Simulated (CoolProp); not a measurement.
A single-stage vapour-compression cycle with n-perfluoropentane: evaporating at 284.15 K (dew point), condensing at 347.15 K (bubble point), superheat 10 K, subcooling 2 K, compressor efficiency 0.9, no pressure losses. Each further row changes one setting.

Computed with CoolProp (reference Helmholtz-energy equation of state, Gao 2022).

| case | cooling COP | pressure ratio | discharge temperature (K) | refrigerating effect (kJ/kg) | volumetric capacity (kJ/m³) |
|---|---|---|---|---|---|
| as stated | 2.10 | 8.29 | 347.2 | 37.8 | 225 |
| evaporating temperature 289.15 K | 2.53 | 6.73 | 347.2 | 41.6 | 302 |
| condensing temperature 342.15 K | 2.55 | 7.25 | 342.2 | 43.5 | 259 |
| subcooling 7 K | 2.42 | 8.29 | 347.2 | 43.5 | 259 |
| superheat 20 K | 2.36 | 8.29 | 347.2 | 45.9 | 264 |
| compressor efficiency 0.8 | 1.87 | 8.29 | 347.2 | 37.8 | 225 |

The compression ends wet for: as stated; evaporating temperature 289.15 K; condensing temperature 342.15 K; subcooling 7 K; superheat 20 K; compressor efficiency 0.8.
